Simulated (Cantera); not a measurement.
## Stirred combustor or abatement burner

A perfectly stirred reactor is fed with CH4 : C2H6 : O2 : N2 : H2O = 1 : 0.13 : 1.36 : 5.13 : 0.5 (molar parts), equivalence ratio 1.8, at 5.00 bar; it is adiabatic with a 775 K inlet, and is followed from long to short residence time, starting on the burning branch (τ in s: 0.23, 0.088, 0.034, 0.013, 0.0053, 0.0021, 0.0008, 0.00031, 0.00012, 4.8e-05, 1.9e-05).

Model: GRI-Mech 3.0 (53 species, 325 reactions), integrated in Cantera.

```csv
τ (s),T (K),x CH4,x C2H6,x O2,x NO2,x H
0.23,1987,0.00131,2.21e-7,3.44e-5,3.09e-11,0.000253
0.088,1993,0.00237,7.13e-7,8.46e-5,5.03e-11,0.000266
0.034,2001,0.00379,2.00e-6,0.000201,7.95e-11,0.000285
0.013,2009,0.00553,5.10e-6,0.000473,1.26e-10,0.000311
0.0053,2015,0.00738,1.16e-5,0.00103,1.95e-10,0.000340
0.0021,2013,0.00956,2.70e-5,0.00226,3.01e-10,0.000375
0.00080,1994,0.0125,6.99e-5,0.00518,4.51e-10,0.000405
0.00031,1928,0.0178,0.000239,0.0131,5.89e-10,0.000376
0.00012,775,0.123,0.0160,0.167,<1e-12,<1e-12
4.8e-5,775,0.123,0.0160,0.167,<1e-12,<1e-12
1.9e-5,775,0.123,0.0160,0.167,<1e-12,<1e-12
```
x: mole fraction; the columns are a selection and need not sum to one.
